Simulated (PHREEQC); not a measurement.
Dissolve 0.048 mol NaHSO4, 0.079 mol Na2SO4 and 0.9 mol NaCl per kg of water at 70 °C. Closed to the air; pH follows from the charge balance.

Model: ion-association model, phreeqc.dat, run in PHREEQC.

```tsv
quantity	before	after
pH	1.89	2.22
ionic strength (mol/kgw)	1.12	0.262
Na+ (mol/kgw)	1.06	0.187
SO4-2 (mol/kgw)	0.0489	0.0675
NaSO4- (mol/kgw)	0.0478	0.0193
HSO4- (mol/kgw)	0.0302	0.0403
```

Task: Name the change that produced these shifts.
A. NaCl left out
B. temperature from 70 to 15 °C
C. NaHSO4 left out
D. temperature from 70 to 10 °C

Result: A, NaCl left out

This is a speciation only: nothing precipitates in the calculation. The ionic strength passes 0.7 mol/kgw, the rough limit of the ion-association models, in before. Away from 25 °C the constants follow the database's enthalpies or fits; those with neither stay at their 25 °C values.
